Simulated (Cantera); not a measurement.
Charge: 1 mol C3H6, 0.012 mol O2, 22 mol H2, at 750 Torr.

Method: chemical equilibrium by Gibbs-energy minimisation in Cantera with the NASA 1993 tables (ideal gas, pure condensed phases). Candidate condensed phases: C, C6H6, C7H8, C8H18, H2O; 110 gas species. The numbers say what is thermodynamically allowed, not how fast it happens.

log p: log10 of the partial pressure in bar; n: condensed amount in mol.

| T (°C) | log p H2 | log p H | log p C2H2 (acetylene) | log p CO | log p CH4 | n C(graphite) |
|---|---|---|---|---|---|---|
| 1575 | 0.00 | -3.28 | … | -3.02 | -3.18 | 2.95 |
| 1675 | 0.00 | -2.95 | … | -3.02 | -3.31 | 2.94 |
| 1775 | 0.00 | -2.65 | … | -3.02 | -3.43 | 2.91 |
| 1875 | 0.00 | -2.38 | … | -3.02 | -3.54 | 2.87 |
| 1975 | -0.01 | -2.14 | … | -3.02 | -3.63 | 2.80 |
| 2075 | -0.01 | -1.91 | … | -3.02 | -3.73 | 2.70 |
| 2175 | -0.01 | -1.71 | … | -3.02 | -3.81 | 2.54 |

Problem. Fill in the missing entries.

Solution. 
- 1575, log p C2H2 (acetylene): -3.59
- 1675, log p C2H2 (acetylene): -3.27
- 1775, log p C2H2 (acetylene): -2.98
- 1875, log p C2H2 (acetylene): -2.72
- 1975, log p C2H2 (acetylene): -2.48
- 2075, log p C2H2 (acetylene): -2.27
- 2175, log p C2H2 (acetylene): -2.08
